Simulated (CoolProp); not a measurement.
A simple Rankine cycle with ammonia: condensing at 322.15 K, boiler at 8.1 MPa, turbine inlet 536.7 K, turbine efficiency 0.7, pump efficiency 0.8, no recuperator. Each further row changes one setting.

Model: reference Helmholtz-energy equation of state, Gao 2020, in CoolProp.

| case | thermal efficiency (%) | net work (kJ/kg) | heat in (kJ/kg) | turbine exit temperature (K) | volume ratio over the turbine |
|---|---|---|---|---|---|
| as stated | 12.3 | 190 | 1550 | 428.8 | 3.42 |
| turbine inlet 556.7 K | 12.5 | 201 | 1610 | 447.9 | 3.42 |
| condensing temperature 314.15 K | 13.6 | 216 | 1590 | 415.2 | 4.12 |
| boiler pressure 5.67 MPa | 9.7 | 155 | 1590 | 456.8 | 2.50 |
| turbine efficiency 0.6 | 10.4 | 161 | 1550 | 440.1 | 3.52 |
